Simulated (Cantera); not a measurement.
Feed: 1 mol V, 3.5 mol NH3, 99 mol N2, 2.1 mol N2O, held at 1577 °C and 2.90 mbar.

Cantera equilibrium calculation (NASA polynomials, part measured and part estimated; ideal gas, pure solids and liquids). Candidate condensed phases: H2O, V, VN, VO, V2O3, V2O4, V2O5; 28 gas species. Condensed phases not in the tables: the oxides between V2O3 and V2O5 other than VO2. Rates play no part.

Base state: N2 0.950, H2 0.0424, H2O 0.00505, H 0.00206, VO2 0.000961, VO 2.07e-5, OH 1.81e-5 (mole fractions); condensed: V2O3(s).

**Question.** What changes in the equilibrium state with this change: pressure from 2.90 mbar to 13.3 mbar?

**Answer.** 
| species | before | after |
|---|---|---|
| N2 | 0.950 | 0.951 |
| H2 | 0.0424 | 0.0426 |
| H2O | 0.00505 | 0.00543 |
| H | 0.00206 | 0.000963 |
| VO2 | 0.000961 | 0.000216 |
| VO | 2.07e-5 | 4.35e-6 |
| OH | 1.81e-5 | 9.07e-6 |
| V2O3(s), mol | 0.447 | 0.488 |
